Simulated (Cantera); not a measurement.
An adiabatic, constant-volume homogeneous reactor starts with 12.0 % CH4, 18.5 % O2, 69.5 % N2, at 1623 K and 0.987 atm.

Model: GRI-Mech 3.0 (53 species, 325 reactions), integrated in Cantera.

One state of this run: T (K) = 1637; P (bar) = 1.01; x CH4 = 0.116; x O2 = 0.182; x O = 2.29e-6; x C2H4 = 0.000277; x HCN = 4.62e-12. x: mole fraction; the columns are a selection and need not sum to one.

Problem. Which value of t (s) does it belong to?
A) 0.000251
B) 0.0631
C) 1.00
D) 6.31e-5

Solution. A, 0.000251
